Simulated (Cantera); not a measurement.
An adiabatic, constant-volume homogeneous reactor starts with CH4 : O2 : N2 = 1 : 1.33 : 5.01 (molar parts), at 1475 K and 9.87 atm. Integrator tolerance rtol = 1e-08.

Detailed kinetics in Cantera: GRI-Mech 3.0 (53 species, 325 reactions). Above 3000 K some thermodynamic fits are extrapolated.

Task: What does this change do: initial temperature 1475 to 975 K?

Result: 
```
quantity                                                              before                                      after
---------------------------------  -----------------------------------------  -----------------------------------------
time of steepest temperature rise                                   0.266 ms                                    0.148 s
temperature at 7.00 s                                                 3070 K                                     2767 K
equilibrium temperature                                               3070 K                                     2767 K
x(CH4) at 7.00 s                   6.01e-11 (gas-phase equilibrium 6.88e-11)  2.53e-10 (gas-phase equilibrium 2.84e-10)
x(O2) at 7.00 s                    0.000692 (gas-phase equilibrium 0.000692)    6.50e-5 (gas-phase equilibrium 6.50e-5)
x(NO) at 7.00 s                      0.00264 (gas-phase equilibrium 0.00264)  0.000551 (gas-phase equilibrium 0.000551)
x(HO2) at 7.00 s                     1.84e-6 (gas-phase equilibrium 1.84e-6)    1.93e-7 (gas-phase equilibrium 1.93e-7)
x(CH2CO) at 7.00 s                     <1e-12 (gas-phase equilibrium <1e-12)  1.46e-12 (gas-phase equilibrium 1.60e-12)
x(H) at 7.00 s                         0.0111 (gas-phase equilibrium 0.0111)    0.00358 (gas-phase equilibrium 0.00358)
```
Below about 1000 K GRI-Mech 3.0 lacks low-temperature oxidation paths.

Task: What does this change do: initial temperature 1475 to 1775 K?

Result: 
```
quantity                                                              before                                      after
---------------------------------  -----------------------------------------  -----------------------------------------
time of steepest temperature rise                                   0.266 ms                                    19.7 µs
temperature at 7.00 s                                                 3070 K                                     3214 K
equilibrium temperature                                               3070 K                                     3214 K
x(CH4) at 7.00 s                   6.01e-11 (gas-phase equilibrium 6.88e-11)  3.69e-11 (gas-phase equilibrium 4.28e-11)
x(O2) at 7.00 s                    0.000692 (gas-phase equilibrium 0.000692)    0.00161 (gas-phase equilibrium 0.00161)
x(NO) at 7.00 s                      0.00264 (gas-phase equilibrium 0.00264)    0.00470 (gas-phase equilibrium 0.00470)
x(HO2) at 7.00 s                     1.84e-6 (gas-phase equilibrium 1.84e-6)    4.14e-6 (gas-phase equilibrium 4.14e-6)
x(CH2CO) at 7.00 s                     <1e-12 (gas-phase equilibrium <1e-12)      <1e-12 (gas-phase equilibrium <1e-12)
x(H) at 7.00 s                         0.0111 (gas-phase equilibrium 0.0111)      0.0179 (gas-phase equilibrium 0.0179)
```
